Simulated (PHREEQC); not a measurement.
## Metal-bearing waste water

A solution holds 2 mmol/kgw ZnSO4, 0.038 mmol/kgw CaCl2, 16 mmol/kgw HCl and 0.22 mmol/kgw Na2SO4, at 45 °C. Closed to the air; pH follows from the charge balance.

The numbers come from PHREEQC with the ion-association model, wateq4f.dat.

Each row changes one thing in this solution. Precipitation was switched off in this run.

```json
[
 {"case": "as made", "pH": "1.88", "ionic strength (mol/kgw)": "0.0216", "Zn+2 (mol/kgw)": "0.00176", "HSO4- (mol/kgw)": "0.00118", "SO4-2 (mol/kgw)": "0.000895", "ZnSO4 (mol/kgw)": "0.000137", "SI of Gypsum (CaSO4:2H2O)": "-3.39", "SI of Goslarite (ZnSO4:7H2O)": "-4.49"},
 {"case": "HCl replaced by CsCl at the same molality", "pH": "5.70", "ionic strength (mol/kgw)": "0.0235", "Zn+2 (mol/kgw)": "0.00164", "HSO4- (mol/kgw)": "3.87e-7", "SO4-2 (mol/kgw)": "[?]", "ZnSO4 (mol/kgw)": "0.000265", "SI of Gypsum (CaSO4:2H2O)": "-3.10", "SI of Goslarite (ZnSO4:7H2O)": "-4.20"},
 {"case": "diluted 10-fold with water", "pH": "2.83", "ionic strength (mol/kgw)": "0.00238", "Zn+2 (mol/kgw)": "0.000192", "HSO4- (mol/kgw)": "3.53e-5", "SO4-2 (mol/kgw)": "0.000180", "ZnSO4 (mol/kgw)": "[?]", "SI of Gypsum (CaSO4:2H2O)": "[?]", "SI of Goslarite (ZnSO4:7H2O)": "-5.84"},
 {"case": "ZnSO4 from 0.002 to 0.01 mol/kgw", "pH": "1.98", "ionic strength (mol/kgw)": "0.0399", "Zn+2 (mol/kgw)": "0.00755", "HSO4- (mol/kgw)": "0.00390", "SO4-2 (mol/kgw)": "0.00417", "ZnSO4 (mol/kgw)": "0.00202", "SI of Gypsum (CaSO4:2H2O)": "-2.92", "SI of Goslarite (ZnSO4:7H2O)": "-3.32"},
 {"case": "Na2SO4 replaced by NaHSO4 at the same molality", "pH": "1.88", "ionic strength (mol/kgw)": "0.0216", "Zn+2 (mol/kgw)": "0.00176", "HSO4- (mol/kgw)": "0.00119", "SO4-2 (mol/kgw)": "0.000889", "ZnSO4 (mol/kgw)": "0.000136", "SI of Gypsum (CaSO4:2H2O)": "-3.39", "SI of Goslarite (ZnSO4:7H2O)": "-4.49"}
]
```

### Question
Complete the blanks.

### Answer

- HCl replaced by CsCl at the same molality, SO4-2 (mol/kgw): 0.00194
- diluted 10-fold with water, ZnSO4 (mol/kgw): 6.07e-6
- diluted 10-fold with water, SI of Gypsum (CaSO4:2H2O): -4.76

Away from 25 °C the constants follow the database's enthalpies or fits; those with neither stay at their 25 °C values.
